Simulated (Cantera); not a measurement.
Charge: 1 mol FeS, 1.4 mol H2S, 0.043 mol CO2, held at 1875 K and 6800 Pa.

Cantera equilibrium calculation (NASA polynomials, part measured and part estimated; ideal gas, pure solids and liquids). Candidate condensed phases: C, C6H6, C7H8, C8H18, Fe, Fe(CO)5, FeO, Fe(OH)2, Fe(OH)3, FeS, FeSO4, FeS2, Fe2O3, Fe2(SO4)3, Fe3O4, H2O, H2SO4, S; 127 gas species. FeS: taken at fixed stoichiometry. The numbers say what is thermodynamically allowed, not how fast it happens.

Base state: H2 0.574, S2 0.290, H2S 0.0684, SH 0.0217, CO 0.0204, H2O 0.0198, S 0.00274, H 0.00190 (mole fractions); condensed: FeS(l).

Problem. What changes in the equilibrium state with this change: temperature from 1875 K to 1325 K?

Solution. 
```csv
species,before,after
H2S,0.0684,0.394
H2,0.574,0.364
S2,0.290,0.192
SH,0.0217,0.00195
H2O,0.0198,0.0234
CO,0.0204,0.0223
Fe,0.000256,<1e-9
H,0.00190,3.78e-6
S,0.00274,6.88e-6
SO,0.000608,5.73e-6
CS2,1.03e-5,0.000188
"FeS(l), mol",0.999,0
"FeS(s), mol",0,1.00
```
